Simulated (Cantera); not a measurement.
An adiabatic, constant-volume homogeneous reactor starts with H2 : O2 : N2 : H2O = 1 : 0.455 : 1.71 : 0.12 (molar parts), at 1200 K and 1.01 bar.

Model: the H2/O2 subset of GRI-Mech 3.0, which has no nitrogen chemistry, integrated in Cantera.

Problem. Predict: time of steepest temperature rise; temperature at 0.500 s; equilibrium temperature; x(H2) at 0.500 s; x(O2) at 0.500 s; x(H) at 0.500 s; x(HO2) at 0.500 s; x(O) at 0.500 s.

Solution. 
- time of steepest temperature rise = 47.8 µs
- temperature at 0.500 s = 2914 K
- equilibrium temperature = 2914 K
- x(H2) at 0.500 s = 0.0628 (gas-phase equilibrium 0.0628)
- x(O2) at 0.500 s = 0.0110 (gas-phase equilibrium 0.0110)
- x(H) at 0.500 s = 0.0204 (gas-phase equilibrium 0.0204)
- x(HO2) at 0.500 s = 8.20e-6 (gas-phase equilibrium 8.20e-6)
- x(O) at 0.500 s = 0.00592 (gas-phase equilibrium 0.00592)
